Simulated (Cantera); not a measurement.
Charge: 1 mol CCl4, 0.098 mol F2, held at 27.0 Pa.

Equilibrium computed with Cantera from the NASA thermochemical tables; the gas is ideal and each condensed phase is pure. Candidate condensed phases: C; 27 gas species. Gases not in the tables: C2F6 and larger saturated fluorocarbons. Rates play no part.

Task: What share of the C ends up in condensed phases as a function of T (°C), at 1475, 1625, 1775, 1925, 2075, 2225, 2375?

Result: 
| T (°C) | C condensed (%) | as |
|---|---|---|
| 1475 | 95.1 | C(graphite) |
| 1625 | 96.8 | C(graphite) |
| 1775 | 98.9 | C(graphite) |
| 1925 | 99.5 | C(graphite) |
| 2075 | 99.3 | C(graphite) |
| 2225 | 96.7 | C(graphite) |
| 2375 | 75.0 | C(graphite) |
